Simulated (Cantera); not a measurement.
A closed system holds: 1 mol toluene, 0.38 mol CO2, 1.7 mol N2, 8.1 mol H2, held at 2448.15 K and 88.0 Pa.

Cantera equilibrium calculation (NASA polynomials, part measured and part estimated; ideal gas, pure solids and liquids). Candidate condensed phases: C, C6H6, C7H8, C8H18, H2O; 136 gas species. Equilibrium is a limit: real reactors are often held back by kinetics, nucleation or transport.

Base state: H 0.436, H2 0.421, N2 0.0844, CO 0.0408, HCN 0.0117, C2H2 (acetylene) 0.00364, HNC 0.00129, CN 0.000650 (mole fractions); condensed: C(graphite).

**Question.** What changes in the equilibrium state with this change: temperature from 2448.15 K to 673.15 K?

**Answer.** 
| species | before | after |
|---|---|---|
| H2 | 0.421 | 0.823 |
| N2 | 0.0844 | 0.121 |
| CO | 0.0408 | 0.0232 |
| H | 0.436 | <1e-9 |
| H2O | <1e-9 | 0.0182 |
| HCN | 0.0117 | <1e-9 |
| CO2 | <1e-9 | 0.00627 |
| C2H2 (acetylene) | 0.00364 | <1e-9 |
| HNC | 0.00129 | <1e-9 |
| CN | 0.000650 | <1e-9 |
| CH4 | 2.55e-8 | 0.00906 |
| C(graphite), mol | 6.20 | 6.84 |

**Question.** What changes in the equilibrium state with this change: toluene replaced by CO?

**Answer.** 
| species | before | after |
|---|---|---|
| H | 0.436 | 0.400 |
| H2 | 0.421 | 0.355 |
| N2 | 0.0844 | 0.121 |
| CO | 0.0408 | 0.0972 |
| H2O | <1e-9 | 0.0187 |
| HCN | 0.0117 | <1e-9 |
| OH | <1e-9 | 0.00411 |
| C2H2 (acetylene) | 0.00364 | <1e-9 |
| O | <1e-9 | 0.00308 |
| HNC | 0.00129 | <1e-9 |
| CO2 | <1e-9 | 0.000847 |
| C(graphite), mol | 6.20 | 0 |
